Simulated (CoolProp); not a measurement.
Properties of m-xylene along the isotherm 620 K (Tc = 616.9 K, pc = 3.535 MPa, ω = 0.326).

Model: reference Helmholtz-energy equation of state, Zhou 2012, in CoolProp.

```csv
p (MPa),phase,speed of sound (m/s),Joule-Thomson coefficient (K/MPa),isothermal compressibility (1/MPa)
0.112,gas,222.0,7.292,9.033
0.169,gas,220.7,7.356,6.023
0.254,gas,218.9,7.454,4.045
0.384,gas,216.0,7.611,2.715
0.579,gas,211.6,7.863,1.844
0.873,gas,204.6,8.288,1.272
1.32,gas,193.1,9.061,0.9026
1.99,gas,173.3,10.66,0.6916
3,gas,133.3,15.46,0.7130
4.52,supercritical,191.4,3.255,0.1021
6.82,supercritical,295.8,1.224,0.03189
10.3,supercritical,385.5,0.5664,0.01631
15.5,supercritical,477.2,0.2233,0.009604
23.4,supercritical,578.8,0.01136,0.005985
35.3,supercritical,693.8,-0.1264,0.003853
```
